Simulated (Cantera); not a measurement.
An adiabatic, constant-volume homogeneous reactor starts with H2 : O2 : N2 : H2O = 1 : 1.16 : 6.74 : 0.63 (molar parts), at 1048 K and 500000 Pa. Integrator tolerance rtol = 1e-08.

Cantera simulation using the H2/O2 subset of GRI-Mech 3.0, which has no nitrogen chemistry; the numbers are that mechanism's predictions, not measurements. The hydrogen kinetics of GRI-Mech 3.0 are dated; newer H2 mechanisms differ, most at raised pressure.

What does this change do: pressure from 500000 Pa to 270000 Pa?


```json
[
 {"quantity": "time of steepest temperature rise", "before": "7.81 ms", "after": "7.04 ms"},
 {"quantity": "temperature at 0.200 s", "before": "1979 K", "after": "1977 K"},
 {"quantity": "equilibrium temperature", "before": "1979 K", "after": "1977 K"},
 {"quantity": "x(H2) at 0.200 s", "before": "5.50e-5 (gas-phase equilibrium 5.50e-5)", "after": "7.41e-5 (gas-phase equilibrium 7.41e-5)"},
 {"quantity": "x(O2) at 0.200 s", "before": "0.0728 (gas-phase equilibrium 0.0728)", "after": "0.0727 (gas-phase equilibrium 0.0727)"},
 {"quantity": "x(H2O) at 0.200 s", "before": "0.180 (gas-phase equilibrium 0.180)", "after": "0.180 (gas-phase equilibrium 0.180)"},
 {"quantity": "x(O) at 0.200 s", "before": "5.14e-5 (gas-phase equilibrium 5.14e-5)", "after": "6.93e-5 (gas-phase equilibrium 6.93e-5)"},
 {"quantity": "x(H2O2) at 0.200 s", "before": "2.51e-7 (gas-phase equilibrium 2.51e-7)", "after": "1.83e-7 (gas-phase equilibrium 1.83e-7)"},
 {"quantity": "x(OH) at 0.200 s", "before": "0.00110 (gas-phase equilibrium 0.00110)", "after": "0.00127 (gas-phase equilibrium 0.00127)"},
 {"quantity": "x(HO2) at 0.200 s", "before": "2.72e-6 (gas-phase equilibrium 2.72e-6)", "after": "2.32e-6 (gas-phase equilibrium 2.32e-6)"}
]
```
